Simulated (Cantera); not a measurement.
An isothermal, constant-pressure homogeneous reactor starts with CH4 : CO2 = 1 : 0.31 (molar parts), at 1550 K and 1.78 atm. Integrator tolerance rtol = 1e-08.

Computed with Cantera and GRI-Mech 3.0 (53 species, 325 reactions). GRI-Mech 3.0 stops at C3 and has no aromatics, soot or wall deposition, so with more carbon than oxygen in the feed, carbon stays in small species such as C2H2 where larger ones or solid carbon would form.

### Question
What does this change do: pressure from 1.78 atm to 0.118 atm?

### Answer
| quantity | before | after |
|---|---|---|
| x(CH4) at 70.0 s | 0.102 (gas-phase equilibrium 0.102) | 0.0118 (gas-phase equilibrium 0.0105) |
| x(CO2) at 70.0 s | 3.44e-6 (gas-phase equilibrium 5.51e-7) | 0.000502 (gas-phase equilibrium 2.62e-8) |
| x(HO2) at 70.0 s | <1e-12 (gas-phase equilibrium <1e-12) | <1e-12 (gas-phase equilibrium <1e-12) |
| x(CH2CO) at 70.0 s | 1.39e-6 (gas-phase equilibrium 1.39e-6) | 6.58e-7 (gas-phase equilibrium 1.12e-7) |
| x(HCO) at 70.0 s | 1.09e-8 (gas-phase equilibrium 1.09e-8) | 2.70e-9 (gas-phase equilibrium 2.76e-9) |
| x(H2) at 70.0 s | 0.538 (gas-phase equilibrium 0.538) | 0.618 (gas-phase equilibrium 0.622) |
